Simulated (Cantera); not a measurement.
Input: 1 mol Ca(OH)₂, a varied amount of C, 0.011 mol H₂, held at 975 K and 1 atm.

Cantera equilibrium calculation (NASA polynomials, part measured and part estimated; ideal gas, pure solids and liquids). Candidate condensed phases: C, C₆H₆, C₇H₈, C₈H₁₈, Ca, CaCO₃, CaO, Ca(OH)₂, H₂O; 115 gas species. Kinetics and transport are ignored.

Problem. At 1 mol C, list the 5 most abundant gas species with their mole fractions, and the condensed phases.

Solution. H₂ 0.659, CO 0.181, H₂O 0.0727, CH₄ 0.0552, CO₂ 0.0320. Condensed: C(graphite) + CaCO₃(calcite) + CaO(s).
